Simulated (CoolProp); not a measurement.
The numbers come from the reference Helmholtz-energy equation of state, Leachman 2009 in CoolProp.

### Question
For normal hydrogen, give the phase and the Z, cp (kJ/(kg K)), speed of sound (m/s), Joule-Thomson coefficient (K/MPa) at 30.4 K and 20.3 bar; 30.4 K and 28.4 bar.

### Answer
- 30.4 K and 20.3 bar: liquid; Z 0.272, cp 16.7, speed of sound 885, Joule-Thomson coefficient 0.0407
- 30.4 K and 28.4 bar: liquid; Z 0.366, cp 14.8, speed of sound 963, Joule-Thomson coefficient -0.206
